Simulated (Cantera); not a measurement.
Cantera run:

```python
import numpy as np
import cantera as ct

gas_names = """
    C CO COS CO2 CS CS2 C2 C2O C3 C3O2 C4 C5 Fe FeC5O5 FeO O O2 O3 S SO SO2 SO3 S2 S2O S8
""".split()
cond_names = """
    C(gr) Fe(a) Fe(c) Fe(d) Fe(L) FeC5O5(L) FeO(s) FeO(L) FeS(a) FeS(b) FeS(c) FeS(L) FeSO4(s) FeS2(s)
    Fe2O3(s) Fe2S3O12(s) Fe3O4(s) S(cr1) S(cr2) S(L)
""".split()


# ... load() reads the species with a 1 bar reference pressure and builds the phases ...
atoms = {
    'Fe2O3': {'Fe': 2, 'O': 3},
    'SO2': {'S': 1, 'O': 2},
    'CO2': {'C': 1, 'O': 2},
}
top_T = {'C(gr)': 4500, 'FeSO4(s)': 950, 'FeS2(s)': 1010, 'Fe2O3(s)': 1830, 'Fe2S3O12(s)': 1100, 'Fe3O4(s)': 1870}  # K; cautious upper limits of use, not melting points


# ... equilibrate(T, P, feed) seeds the gas with the atoms and calls Mixture.equilibrate('TP', solver="vcs", rtol=1e-11, max_steps=5000) ...
results = []
feed = {'Fe2O3': 1, 'SO2': 0.1, 'CO2': 0.19}  # mol
P = 100000  # Pa
for T in [1223, 1273, 1323, 1373, 1423, 1473, 1523, 1573, 1623, 1673]:
    mix = equilibrate(T, P, feed)
    results.append((T, P, feed, dict(zip(mix.species_names, mix.species_moles))))

top = {s: max(r[3][s] / sum(r[3][g] for g in gas_names) for r in results) for s in gas_names}
cols = sorted((s for s in top if top[s] > 1e-06), key=lambda s: -top[s])[:8]
seen = [c for c in cond_names if any(r[3].get(c, 0) > 1e-12 for r in results)]
print("log10 of partial pressures in bar; condensed amounts in mol")
print(f"{'T/K':>10s}" + "".join(f"{s[:9]:>10s}" for s in cols + seen))
for T, P, feed, n in results:
    ng = sum(n[g] for g in gas_names)
    print(f"{T:10.4g}" + "".join(f"{np.log10(max(n[s] / ng * P / 1e5, 1e-99)):10.3f}" for s in cols)
          + "".join(f"{n.get(c, 0):10.4g}" for c in seen))
```

It prints:

```
log10 of partial pressures in bar; condensed amounts in mol
       T/K       CO2       SO2        O2       SO3        CO         O        SO  Fe2O3(s)  Fe3O4(s)
      1223    -0.184    -0.462    -5.970    -4.116    -4.726   -10.378    -6.315    0.9999 3.443e-05
      1273    -0.184    -0.463    -5.181    -3.884    -4.648    -9.559    -6.202    0.9999 6.993e-05
      1323    -0.184    -0.463    -4.454    -3.670    -4.576    -8.802    -6.097    0.9998 0.0001488
      1373    -0.184    -0.463    -3.780    -3.472    -4.508    -8.100    -6.000    0.9994 0.0003694
      1423    -0.184    -0.463    -3.155    -3.288    -4.445    -7.448    -5.909    0.9984   0.00109
      1473    -0.185    -0.465    -2.573    -3.117    -4.388    -6.841    -5.825    0.9947  0.003528
      1523    -0.188    -0.468    -2.030    -2.960    -4.336    -6.273    -5.749    0.9827   0.01155
      1573    -0.197    -0.478    -1.522    -2.820    -4.293    -5.742    -5.683    0.9447   0.03685
      1623    -0.225    -0.506    -1.046    -2.708    -4.273    -5.244    -5.641    0.8261    0.1159
      1673    -0.310    -0.592    -0.599    -2.662    -4.312    -4.776    -5.660    0.4123    0.3918
```

Cantera equilibrium calculation (NASA polynomials, part measured and part estimated; ideal gas, pure solids and liquids). Mutual solubility and eutectic melting of coexisting phases are not modelled.
